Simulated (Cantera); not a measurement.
Input (Python, Cantera) and output of one run.

```python
import numpy as np
import cantera as ct

gas_names = """
    C CN C2 CCN CNC C2N2 C3 C4 C4N2 C5 N N2 Si SiC SiC2 SiN Si2 Si2C Si2N Si3
""".split()
cond_names = """
    C(gr) Si(cr) Si(L) SiC(b) Si3N4(a)
""".split()


def load(file, names, dense=False):
    # The tables refer to 1 bar. Condensed volumes are neglected.
    table = {s.name: s for s in ct.Species.list_from_file(file)}
    out = []
    for n in names:
        d = dict(table[n].input_data)
        d["thermo"] = dict(d["thermo"], **{"reference-pressure": 1e5})
        if dense:
            d["equation-of-state"] = {"model": "constant-volume", "density": "1e6 g/cm^3"}
        out.append(ct.Species.from_dict(d))
    return out


gas = ct.Solution(thermo="ideal-gas", species=load("nasa_gas.yaml", gas_names))
cond = {s.name: ct.Solution(thermo="fixed-stoichiometry", species=[s], name=s.name)
        for s in load("nasa_condensed.yaml", cond_names, dense=True)}
atoms = {
    'SiC': {'Si': 1, 'C': 1},
    'C': {'C': 1},
    'N2': {'N': 2},
}
top_T = {'C(gr)': 4500, 'SiC(b)': 3050, 'Si3N4(a)': 2400}  # K; cautious upper limits of use, not melting points


def equilibrate(T, P, feed):
    n = {}
    for name, mol in feed.items():
        for a, k in atoms[name].items():
            n[a] = n.get(a, 0.0) + k * mol
    gas.TPX = T, P, n
    mass = sum(n.values()) * gas.mean_molecular_weight
    gas.equilibrate("TP")
    valid = [c for c in cond.values() if c.min_temp <= T <= top_T.get(c.name, c.max_temp)]
    mix = ct.Mixture([(gas, mass / gas.mean_molecular_weight)] + [(c, 0.0) for c in valid])
    mix.T, mix.P = T, P
    mix.equilibrate("TP", solver="vcs", rtol=1e-11, max_steps=5000)
    return mix


results = []
feed = {'SiC': 1, 'C': 0.068, 'N2': 0.25}  # mol
T = 2525  # K
P = 133.322  # Pa
mix = equilibrate(T, P, feed)
results.append((T, P, feed, dict(zip(mix.species_names, mix.species_moles))))
print(gas.report(threshold=0.001))
for i in range(1, mix.n_phases):
    print(f"{mix.phase(i).name:16s} {mix.phase_moles(i):12.5e} mol")
```

Output:

```
       temperature   2525 K
          pressure   133.32 Pa
           density   0.00021526 kg/m^3
  mean mol. weight   33.897 kg/kmol
   phase of matter   gas

                          1 kg             1 kmol
                     ---------------   ---------------
          enthalpy        1.3524e+07        4.5842e+08  J
   internal energy        1.2904e+07        4.3743e+08  J
           entropy            9388.2        3.1823e+05  J/K
    Gibbs function       -1.0181e+07       -3.4512e+08  J
 heat capacity c_p              1005             34065  J/K
 heat capacity c_v            759.67             25751  J/K

                      mass frac. Y      mole frac. X     chem. pot. / RT
                     ---------------   ---------------   ---------------
                CN         0.0012145         0.0015823           -21.257
                N2           0.17214           0.20829           -35.941
                Si           0.47888           0.57798           -9.1597
              SiC2           0.24746           0.16098           -15.732
               Si2          0.003577         0.0021586           -18.319
              Si2C          0.094148          0.046807           -21.605
     [  +14 minor]         0.0025827         0.0021946

C(gr)             6.23604e-01 mol
Si(L)             0.00000e+00 mol
SiC(b)            0.00000e+00 mol
```

Method: chemical equilibrium by Gibbs-energy minimisation in Cantera with the NASA 1993 tables (ideal gas, pure condensed phases). The tables' values for SiN are old estimates; treat these amounts as uncertain.
